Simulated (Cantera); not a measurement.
A freely propagating, adiabatic, planar premixed flame of CH4 : C2H6 : O2 : N2 = 1 : 0.72 : 5.32 : 20 (molar parts), equivalence ratio 0.85, unburnt at 448 K and 1.30 bar; mixture-averaged transport, grid criteria slope 0.08 and curve 0.16, no radiation.

Detailed kinetics in Cantera: GRI-Mech 3.0 (53 species, 325 reactions). Burning velocities carry a grid error of a few per cent, more on coarse grids.

Task: What does this change do: O2 5.32 to 6.9 parts?

Result: 
| quantity | before | after |
|---|---|---|
| laminar burning velocity | 63.3 cm/s | 66.5 cm/s |
| thermal thickness | 0.310 mm | 0.287 mm |
| peak x(CH2) | 3.26e-5 | 2.09e-5 |
| peak x(O) | 0.00422 | 0.00519 |

Task: What does this change do: O2 5.32 to 4.2 parts?

Result: 
```
quantity                     before      after
------------------------  ---------  ---------
laminar burning velocity  63.3 cm/s  48.6 cm/s
thermal thickness          0.310 mm   0.378 mm
peak x(CH2)                 3.26e-5    3.81e-5
peak x(O)                   0.00422    0.00193
```
